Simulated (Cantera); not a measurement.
Input: 1 mol Si, 3.5 mol N2O, 3.9 mol N2, equilibrated at 10.0 Torr.

Method: chemical equilibrium by Gibbs-energy minimisation in Cantera with the NASA 1993 tables (ideal gas, pure condensed phases). Candidate condensed phases: Si, SiO2, Si2N2O, Si3N4; 16 gas species. The tables hold silica as quartz up to 1696 K and as liquid above; real silica turns to tridymite and cristobalite and melts near 1996 K. Kinetics and transport are ignored.

At 1948 K, list the 5 most abundant gas species with their mole fractions, and the condensed phases.

N2 0.905, O2 0.0891, NO 0.00462, O 0.00115, SiO 1.31e-5. Condensed: SiO2(condensed).
